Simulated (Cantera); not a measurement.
Input: 1 mol SiC, 0.046 mol H2O, 160 mol N2, equilibrated at 2025 K and 10000 Pa.

Cantera equilibrium calculation (NASA polynomials, part measured and part estimated; ideal gas, pure solids and liquids). Candidate condensed phases: C, C6H6, C7H8, C8H18, H2O, Si, SiC, SiO2, Si2N2O, Si3N4; 151 gas species. The tables' values for SiN are old estimates; treat these amounts as uncertain. The numbers say what is thermodynamically allowed, not how fast it happens.

Base state: N2 0.999, CO 0.000227, H2 0.000218, Si 0.000182, H 8.98e-5, SiO 6.08e-5, HCN 4.60e-5, SiN 1.42e-5 (mole fractions); condensed: SiC(s).

Problem. What changes in the equilibrium state with this change: N2 from 160 to 8.7 mol?

Solution. 
| species | before | after |
|---|---|---|
| N2 | 0.999 | 0.989 |
| H2 | 0.000218 | 0.00495 |
| CO | 0.000227 | 0.00276 |
| SiO | 6.08e-5 | 0.00247 |
| H | 8.98e-5 | 0.000428 |
| Si2N | 5.69e-6 | 1.89e-5 |
| HCN | 4.60e-5 | 0.000119 |
| Si2C | 5.55e-6 | 1.01e-5 |
| Si | 0.000182 | 0.000333 |
| SiC(s), mol | 0.955 | 0.975 |

Problem. What changes in the equilibrium state with this change: pressure from 10000 Pa to 500000 Pa?

Solution. 
| species | before | after |
|---|---|---|
| N2 | 0.999 | 0.999 |
| CO | 0.000227 | 0.000275 |
| H2 | 0.000218 | 0.000221 |
| Si | 0.000182 | 1.48e-6 |
| H | 8.98e-5 | 1.28e-5 |
| SiO | 6.08e-5 | 1.22e-5 |
| SiN | 1.42e-5 | 8.14e-7 |
| HCN | 4.60e-5 | 0.000114 |
| SiC(s), mol | 0.955 | 0.936 |
| Si3N4(s), mol | 0 | 0.0204 |
Mutual solubility and eutectic melting of coexisting phases are not modelled.
